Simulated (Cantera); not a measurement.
Charge: 1 mol C2F6, equilibrated at 1950 K.

Equilibrium computed with Cantera from the NASA thermochemical tables; the gas is ideal and each condensed phase is pure. Candidate condensed phases: C; 13 gas species. The feed counts by its element totals alone. Gases not in the tables: C2F6 and larger saturated fluorocarbons. Equilibrium is a limit: real reactors are often held back by kinetics, nucleation or transport.

Q: At 1.00 Pa, list the 5 most abundant gas species with their mole fractions, and the condensed phases.

A: F 0.877, CF2 0.117, CF 0.00316, CF4 0.00257, CF3 0.000416. Condensed: C(graphite).
